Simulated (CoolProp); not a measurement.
A single-stage vapour-compression cycle with R115: evaporating at 308.15 K (dew point), condensing at 341.15 K (bubble point), superheat 5 K, subcooling 0 K, compressor efficiency 0.9, no pressure losses. Each further row changes one setting.

Values from CoolProp's reference Helmholtz-energy equation of state, Lemmon 2016.

```json
[
 {"case": "as stated", "cooling COP": "4.98", "pressure ratio": "2.10", "discharge temperature (K)": "345.5", "refrigerating effect (kJ/kg)": "49.4", "volumetric capacity (kJ/m³)": "4420"},
 {"case": "evaporating temperature 313.15 K", "cooling COP": "6.25", "pressure ratio": "1.86", "discharge temperature (K)": "345.9", "refrigerating effect (kJ/kg)": "51.6", "volumetric capacity (kJ/m³)": "5270"},
 {"case": "condensing temperature 336.15 K", "cooling COP": "6.57", "pressure ratio": "1.89", "discharge temperature (K)": "340.1", "refrigerating effect (kJ/kg)": "56.7", "volumetric capacity (kJ/m³)": "5080"},
 {"case": "subcooling 5 K", "cooling COP": "5.78", "pressure ratio": "2.10", "discharge temperature (K)": "345.5", "refrigerating effect (kJ/kg)": "57.4", "volumetric capacity (kJ/m³)": "5130"},
 {"case": "superheat 15 K", "cooling COP": "5.36", "pressure ratio": "2.10", "discharge temperature (K)": "353.4", "refrigerating effect (kJ/kg)": "58.3", "volumetric capacity (kJ/m³)": "4860"},
 {"case": "compressor efficiency 0.8", "cooling COP": "4.43", "pressure ratio": "2.10", "discharge temperature (K)": "346.5", "refrigerating effect (kJ/kg)": "49.4", "volumetric capacity (kJ/m³)": "4420"}
]
```
